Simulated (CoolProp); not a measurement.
n-pentane along the isotherm 433 K: density (kg/m³) from the reference equation and from simpler models built on Tc = 469.7 K, pc = 3.368 MPa, ω = 0.251; each cubic takes its own stable root.

Values from CoolProp's reference Helmholtz-energy equation of state, Thol 2019.

```
p (MPa)   phase  reference  van der Waals  Soave-Redlich-Kwong  Peng-Robinson
-------  ------  ---------  -------------  -------------------  -------------
0.935       gas      21.80          21.07                21.71          21.99
2.81     liquid      450.4          272.8                381.9          430.9
3.74     liquid      458.7          289.1                394.9          444.9
4.68     liquid      465.7          300.3                405.7          456.6
5.61     liquid      471.8          308.9                414.9          466.4
6.55     liquid      477.3          316.1                423.0          475.2
7.48     liquid      482.2          322.1                430.2          483.0
8.42     liquid      486.7          327.5                436.7          490.1
```
